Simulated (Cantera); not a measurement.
A Cantera script and its output.

```python
import numpy as np
import cantera as ct

gas = ct.Solution("gri30.yaml")
gas.TPX = 625, 100000, {'CH4': 1, 'O2': 1.54, 'N2': 5.78}
flame = ct.FreeFlame(gas, width=0.04)
flame.set_refine_criteria(ratio=3, slope=0.08, curve=0.16)
flame.transport_model = "mixture-averaged"
flame.solve(loglevel=0, auto=True)
flame.transport_model = "multicomponent"
flame.soret_enabled = True
flame.solve(loglevel=0, refine_grid=True)
z, T = flame.grid, flame.T
thick = (T[-1] - T[0]) / np.gradient(T, z).max()
show = ['CH4', 'O2', 'H', 'OH', 'NO', 'C2H4']
print(f"laminar burning velocity  {flame.velocity[0] * 100:.3f} cm/s")
print(f"burnt temperature         {T[-1]:.1f} K")
print(f"thermal thickness         {thick * 1e3:.4f} mm")
print(f"grid points               {len(z)}")
z0 = z[flame.heat_release_rate.argmax()]
print(f"{'z/mm':>9s}{'T/K':>9s}{'u/(m/s)':>9s}" + "".join(f"{s:>11s}" for s in show))
rows = []
for k in (-3, -2, -1.5, -1, -0.5, -0.25, 0, 0.25, 0.5, 1, 2, 4, 8):
    zz = z0 + k * thick
    rows.append([k * thick, np.interp(zz, z, T), np.interp(zz, z, flame.velocity),
                 *(np.interp(zz, z, flame.X[gas.species_index(s)]) for s in show)])
    print(f"{rows[-1][0] * 1e3:9.3f}{rows[-1][1]:9.1f}{rows[-1][2]:9.3f}" + "".join(f"{x:11.3e}" for x in rows[-1][3:]))
```

It prints:

```
laminar burning velocity  110.265 cm/s
burnt temperature         2281.8 K
thermal thickness         0.3692 mm
grid points               151
     z/mm      T/K  u/(m/s)        CH4         O2          H         OH         NO       C2H4
   -1.108    625.4    1.105  1.199e-01  1.848e-01  2.879e-12  1.394e-11  1.537e-09  6.423e-08
   -0.738    628.3    1.113  1.191e-01  1.841e-01  2.451e-10  9.844e-10  1.654e-08  8.957e-07
   -0.554    640.8    1.139  1.173e-01  1.829e-01  1.385e-08  2.377e-08  9.151e-08  6.277e-06
   -0.369    727.5    1.304  1.088e-01  1.764e-01  1.976e-06  1.022e-06  8.180e-07  7.394e-05
   -0.185   1160.0    2.123  7.453e-02  1.368e-01  1.220e-04  3.471e-05  6.709e-06  7.191e-04
   -0.092   1555.6    2.893  4.057e-02  9.198e-02  8.557e-04  3.048e-04  1.462e-05  1.369e-03
    0.000   1911.0    3.606  1.088e-02  4.401e-02  3.751e-03  1.634e-03  2.842e-05  8.092e-04
    0.092   2079.9    3.940  1.292e-03  1.634e-02  7.678e-03  3.981e-03  4.936e-05  8.145e-05
    0.185   2126.3    4.021  1.009e-04  6.363e-03  9.908e-03  5.414e-03  6.900e-05  2.234e-06
    0.369   2150.8    4.053  6.987e-07  2.316e-03  1.055e-02  5.781e-03  8.825e-05  9.360e-10
    0.738   2174.8    4.087  4.362e-10  1.521e-03  9.455e-03  5.307e-03  9.826e-05  2.444e-13
    1.477   2204.7    4.136  5.849e-14  1.039e-03  7.594e-03  4.521e-03  1.039e-04 -1.337e-16
    2.954   2236.0    4.187  4.830e-14  5.931e-04  5.514e-03  3.501e-03  1.098e-04 -4.767e-17
```

Cantera simulation using GRI-Mech 3.0 (53 species, 325 reactions); the numbers are that mechanism's predictions, not measurements. Burning velocities carry a grid error of a few per cent, more on coarse grids.
